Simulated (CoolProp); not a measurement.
Vapour-liquid equilibrium of R22 (1) + R142b (2) at -32.15 °C; x and y are mole fractions of (1).

Computed with CoolProp (multi-fluid Helmholtz-energy mixture model, Kamei 1995 and Lemmon 2006; pair parameters Bell 2016).

Question: Give the bubble pressure and the first vapour's composition at x = 0.425, 0.5, 0.875. Is there an azeotrope?

Answer: x = 0.425: 0.8051 bar, y = 0.736; x = 0.5: 0.8876 bar, y = 0.792; x = 0.875: 1.339 bar, y = 0.968. No azeotrope shows between x = 0.05 and 0.95.

Pair parameters are fitted to limited data, so mixtures are less certain than the pure fluids.
